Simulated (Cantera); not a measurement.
**Equilibrium for boron, boron nitride and boron oxide: B2H6 + H2O + N2**

Input: 1 mol B2H6, 0.069 mol H2O, 12 mol N2, at 94.0 mbar.

These are equilibrium values from Cantera (NASA tables, ideal gas, pure condensed phases), not measurements of a reactor. Candidate condensed phases: B, BN, B2O3, B3O3H3, H2O; 39 gas species. The feed counts by its element totals alone. N2 is the only nitrogen source here; it is nearly inert below about 1500 K, so the nitride shown seldom forms there in practice. Mutual solubility and eutectic melting of coexisting phases are not modelled. The tables' values for BH2 are old estimates; treat these amounts as uncertain. Equilibrium is a limit: real reactors are often held back by kinetics, nucleation or transport.

| T (°C) | x N2 | x H2 | x H | x HBO | x HBO2 | n BN(s) | n B2O3(l) |
|---|---|---|---|---|---|---|---|
| 752 | 0.782 | 0.217 | 6.62e-9 | 7.45e-9 | 4.21e-6 | 1.96 | 0.0189 |
| 852 | 0.782 | 0.217 | 6.75e-8 | 1.57e-7 | 2.50e-5 | 1.96 | 0.0188 |
| 952 | 0.782 | 0.217 | 4.73e-7 | 1.98e-6 | 0.000109 | 1.96 | 0.0182 |
| 1052 | 0.782 | 0.217 | 2.48e-6 | 1.68e-5 | 0.000373 | 1.96 | 0.0158 |
| 1152 | 0.782 | 0.216 | 1.04e-5 | 0.000105 | 0.00106 | 1.97 | 0.00848 |
| 1252 | 0.781 | 0.216 | 3.59e-5 | 0.000410 | 0.00166 | 1.97 | 0 |
| 1352 | 0.781 | 0.216 | 0.000107 | 0.000992 | 0.00134 | 1.96 | 0 |
| 1452 | 0.781 | 0.216 | 0.000281 | 0.00193 | 0.000879 | 1.95 | 0 |
| 1552 | 0.780 | 0.215 | 0.000666 | 0.00297 | 0.000437 | 1.94 | 0 |
| 1652 | 0.780 | 0.214 | 0.00144 | 0.00360 | 0.000159 | 1.93 | 0 |
| 1752 | 0.779 | 0.213 | 0.00290 | 0.00368 | 4.77e-5 | 1.93 | 0 |
| 1852 | 0.778 | 0.212 | 0.00545 | 0.00342 | 1.34e-5 | 1.93 | 0 |
| 1952 | 0.776 | 0.209 | 0.00967 | 0.00301 | 3.70e-6 | 1.93 | 0 |
x: gas mole fraction; n: condensed amount in mol.

From 752 °C to 1152 °C the condensed part is BN(s) + B2O3(l). From 1252 °C to 1952 °C the condensed part is BN(s). The main B-bearing gas is HBO2 at 752 °C and HBO at 1952 °C.
